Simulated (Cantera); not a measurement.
A closed system holds: 1 mol C2H6, 0.011 mol O2, 1.7 mol H2, 0.081 mol H2O, held at 1475 K.

Method: chemical equilibrium by Gibbs-energy minimisation in Cantera with the NASA 1993 tables (ideal gas, pure condensed phases). Candidate condensed phases: C, C6H6, C7H8, C8H18, H2O; 110 gas species. The ideal-gas law is rough above about 30 bar. Equilibrium is a limit: real reactors are often held back by kinetics, nucleation or transport.

Task: What share of the C ends up in condensed phases as a function of P (Pa), at 10, 46, 220, 1000, 4600, 22000, 100000, 460000, 2200000, 10000000?

Result: 
```csv
P (Pa),C condensed (%),as
10,94.8,C(graphite)
46,94.8,C(graphite)
220,94.8,C(graphite)
1000,94.8,C(graphite)
4600,94.8,C(graphite)
22000,94.7,C(graphite)
100000,94.2,C(graphite)
460000,91.9,C(graphite)
2200000,82.4,C(graphite)
10000000,57.9,C(graphite)
```
